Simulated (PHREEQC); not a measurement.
# Acid mine or pickling water

Synthetic water in mg/L, 70 °C, pH 3.58, pe 10.8:

| constituent | mg/L |
|---|---|
| Na | 90.3 |
| K | 154 |
| Ca | 76.7 |
| Mg | 38.2 |
| Cl | 135 |
| S(6) as SO4 | 621 |
| Fe(3) | 0.219 |
| B | 3.17 |
| Al | 13.1 |
| Li | 0.0421 |
| Cu(2) | 1.09 |

Valence states are taken as typed.

Model: ion-association model, phreeqc.dat, run in PHREEQC.

Each row changes one thing in this solution. Precipitation was switched off in this run.

| case | ionic strength (mol/kgw) | SO4-2 (mol/kgw) | Mg+2 (mol/kgw) | MgSO4 (mol/kgw) | CaSO4 (mol/kgw) | HSO4- (mol/kgw) | SI of Gibbsite (Al(OH)3) | SI of Jarosite-K (KFe3(SO4)2(OH)6) |
|---|---|---|---|---|---|---|---|---|
| as made | 0.0201 | 0.00443 | 0.000833 | 0.000740 | 0.000470 | 0.000226 | +0.19 | -0.20 |
| Li from 0.0421 to 0.126 mg/L | 0.0201 | 0.00443 | 0.000833 | 0.000740 | 0.000470 | 0.000226 | +0.19 | -0.20 |
| temperature from 70 to 10 °C at the same typed pH | 0.0226 | ? | 0.00124 | 0.000334 | 0.000406 | ? | -2.67 | +0.49 |
| Na from 90.3 to 45.1 mg/L | 0.0191 | 0.00443 | 0.000824 | 0.000749 | 0.000479 | 0.000228 | +0.19 | -0.18 |

Problem. Some entries are withheld; supply them.

Solution. 
- temperature from 70 to 10 °C at the same typed pH, SO4-2 (mol/kgw): 0.00515
- temperature from 70 to 10 °C at the same typed pH, HSO4- (mol/kgw): 6.41e-5

Some of these states are supersaturated (in Hematite (slow to form), Goethite (slow to form), Jarosite-K, for instance). Away from 25 °C the constants follow the database's enthalpies or fits; those with neither stay at their 25 °C values.
